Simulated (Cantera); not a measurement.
**Aluminium nitride and oxide growth: Al + NH3 + N2**

Charge: 1 mol Al, 6.1 mol NH3, 4.7 mol N2, equilibrated at 0.220 bar.

Method: chemical equilibrium by Gibbs-energy minimisation in Cantera with the NASA 1993 tables (ideal gas, pure condensed phases). Candidate condensed phases: Al, AlN; 13 gas species. Rates play no part.

From 875 K to 2175 K the condensed part is AlN(s).

```tsv
T (K)	x H2	x N2	x H	x Al	x AlH	n AlN(s)
875	0.558	0.442	7.99e-11	<1e-12	<1e-12	1.00
975	0.558	0.442	1.82e-9	<1e-12	<1e-12	1.00
1075	0.558	0.442	2.34e-8	<1e-12	<1e-12	1.00
1175	0.558	0.442	1.95e-7	<1e-12	<1e-12	1.00
1275	0.558	0.442	1.17e-6	<1e-12	<1e-12	1.00
1375	0.558	0.442	5.46e-6	8.63e-12	6.20e-12	1.00
1475	0.558	0.442	2.07e-5	3.79e-10	1.77e-10	1.00
1575	0.558	0.442	6.62e-5	1.02e-8	3.28e-9	1.00
1675	0.558	0.442	0.000185	1.86e-7	4.26e-8	1.000
1775	0.558	0.442	0.000461	2.41e-6	4.12e-7	1.000
1875	0.557	0.442	0.00104	2.38e-5	3.12e-6	1.000
1975	0.556	0.442	0.00218	0.000185	1.91e-5	0.997
2075	0.554	0.441	0.00423	0.00118	9.81e-5	0.979
2175	0.546	0.439	0.00769	0.00631	0.000430	0.888
```
x: gas mole fraction; n: condensed amount in mol.
